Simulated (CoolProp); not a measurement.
Vapour-liquid equilibrium of R245fa (1) + isopentane (2) at 318.3 K; x and y are mole fractions of (1).

The numbers come from the multi-fluid Helmholtz-energy mixture model, Akasaka 2015 and Lemmon 2006; pair parameters Bell 2016 in CoolProp.

```csv
x,"bubble pressure, mixture model (MPa)","bubble pressure, Raoult's law (MPa)","y, mixture model","y, Raoult's law"
0.05,0.2179,0.1837,0.211,0.081
0.125,0.2661,0.1925,0.388,0.192
0.2,0.3014,0.2014,0.488,0.294
0.275,0.3261,0.2103,0.550,0.387
0.35,0.3426,0.2191,0.592,0.473
0.425,0.3531,0.2280,0.621,0.552
0.5,0.3595,0.2369,0.643,0.625
0.575,0.3631,0.2457,0.661,0.693
0.65,0.3648,0.2546,0.678,0.756
0.725,0.3647,0.2635,0.697,0.814
0.8,0.3618,0.2723,0.725,0.869
0.875,0.3524,0.2812,0.773,0.921
0.95,0.3283,0.2901,0.870,0.969
```

The largest gap from Raoult's law is +56.4 % in bubble pressure, at x = 0.35. y crosses x between x = 0.65 and 0.725: the model has an azeotrope there.

Pair parameters are fitted to limited data, so mixtures are less certain than the pure fluids. With so large a gap from Raoult's law the liquid may split in two, which this calculation doesn't test in full.
